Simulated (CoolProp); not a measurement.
A simple Rankine cycle with n-perfluorohexane: condensing at 300.15 K, boiler at 0.722 MPa, turbine inlet 449 K, turbine efficiency 0.7, pump efficiency 0.8, no recuperator. Each further row changes one setting.

Model: reference Helmholtz-energy equation of state, Gao 2022, in CoolProp.

```tsv
case	thermal efficiency (%)	net work (kJ/kg)	heat in (kJ/kg)	turbine exit temperature (K)	volume ratio over the turbine
as stated	9.5	21.3	223	420.7	25.0
condensing temperature 292.15 K	10.3	23.8	231	418.0	?
boiler pressure 0.505 MPa	?	19.3	?	?	?
turbine efficiency 0.6	8.1	18.1	223	?	25.2
```

Q: What belongs in the gaps?

A: 
- condensing temperature 292.15 K, volume ratio over the turbine: 35.5
- boiler pressure 0.505 MPa, thermal efficiency (%): 8.6
- boiler pressure 0.505 MPa, heat in (kJ/kg): 225
- boiler pressure 0.505 MPa, turbine exit temperature (K): 425.1
- boiler pressure 0.505 MPa, volume ratio over the turbine: 16.6
- turbine efficiency 0.6, turbine exit temperature (K): 423.8
